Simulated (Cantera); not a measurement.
Cantera run:

```python
import numpy as np
import cantera as ct

gas_names = [...]  # 50 gases of nasa_gas.yaml made of F, H, Mg, N, O
cond_names = """
    H2O(s) H2O(L) Mg(cr) Mg(L) MgF2(s) MgF2(L) MgO(s) MgO(L) MgO2H2(s)
""".split()


# ... load() reads the species with a 1 bar reference pressure and builds the phases ...
atoms = {
    'MgF2': {'Mg': 1, 'F': 2},
    'H2O': {'H': 2, 'O': 1},
    'N2': {'N': 2},
}
top_T = {}  # K; cautious upper limits of use, not melting points


# ... equilibrate(T, P, feed) seeds the gas with the atoms and calls Mixture.equilibrate('TP', solver="vcs", rtol=1e-11, max_steps=5000) ...
results = []
T = 1900  # K
P = 510  # Pa
for m in [1, 2, 2.9, 3.9, 4.8, 5.8, 6.7, 7.7, 8.6]:
    feed = {'MgF2': 1, 'H2O': m, 'N2': 0.16}  # mol
    mix = equilibrate(T, P, feed)
    results.append((T, P, feed, dict(zip(mix.species_names, mix.species_moles))))

top = {s: max(r[3][s] / sum(r[3][g] for g in gas_names) for r in results) for s in gas_names}
cols = sorted((s for s in top if top[s] > 0.001), key=lambda s: -top[s])[:5]
seen = [c for c in cond_names if any(r[3].get(c, 0) > 1e-12 for r in results)]
print("log10 of partial pressures in bar; condensed amounts in mol")
print(f"{'n(H2O)':>10s}" + "".join(f"{s[:9]:>10s}" for s in cols + seen))
for T, P, feed, n in results:
    ng = sum(n[g] for g in gas_names)
    print(f"{feed['H2O']:10.4g}" + "".join(f"{np.log10(max(n[s] / ng * P / 1e5, 1e-99)):10.3f}" for s in cols)
          + "".join(f"{n.get(c, 0):10.4g}" for c in seen))
```

It prints:

```
log10 of partial pressures in bar; condensed amounts in mol
    n(H2O)        HF       H2O      MgF2        N2        H2    MgO(s)
         1    -2.413    -3.399    -3.376    -3.425    -4.740    0.8203
         2    -2.512    -2.793    -4.181    -3.592    -4.328    0.9584
       2.9    -2.614    -2.634    -4.543    -3.701    -4.222    0.9765
       3.9    -2.706    -2.548    -4.813    -3.798    -4.165    0.9842
       4.8    -2.776    -2.503    -4.999    -3.869    -4.135    0.9877
       5.8    -2.843    -2.469    -5.165    -3.937    -4.112    0.9901
       6.7    -2.895    -2.447    -5.291    -3.990    -4.098    0.9915
       7.7    -2.946    -2.429    -5.413    -4.042    -4.086    0.9927
       8.6    -2.988    -2.417    -5.509    -4.084    -4.078    0.9934
```

Cantera equilibrium calculation (NASA polynomials, part measured and part estimated; ideal gas, pure solids and liquids).
